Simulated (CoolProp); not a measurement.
A single-stage vapour-compression cycle with cis-2-butene: evaporating at 298.15 K (dew point), condensing at 331.15 K (bubble point), superheat 8 K, subcooling 0 K, compressor efficiency 0.6, no pressure losses. Each further row changes one setting.

Model: reference Helmholtz-energy equation of state, Lemmon 2005, in CoolProp. It is a short technical equation, of lower accuracy than the large ones.

```
case                              cooling COP  pressure ratio  discharge temperature (K)  refrigerating effect (kJ/kg)  volumetric capacity (kJ/m³)
--------------------------------  -----------  --------------  -------------------------  ----------------------------  ---------------------------
as stated                          (withheld)            2.58                      355.0                           328                         1650
evaporating temperature 303.15 K   (withheld)            2.20                 (withheld)                    (withheld)                         1950
condensing temperature 326.15 K          5.73            2.26                      348.3                           340                         1710
subcooling 5 K                           4.93            2.58                      355.0                           340                         1710
superheat 18 K                     (withheld)            2.58                      365.3                           344                   (withheld)
compressor efficiency 0.5                3.96            2.58                 (withheld)                           328                         1650
```

### Question
Fill in the missing entries.

### Answer

- as stated, cooling COP: 4.76
- evaporating temperature 303.15 K, cooling COP: 5.80
- evaporating temperature 303.15 K, discharge temperature (K): 352.1
- evaporating temperature 303.15 K, refrigerating effect (kJ/kg): 334
- superheat 18 K, cooling COP: 4.79
- superheat 18 K, volumetric capacity (kJ/m³): 1660
- compressor efficiency 0.5, discharge temperature (K): 362.6
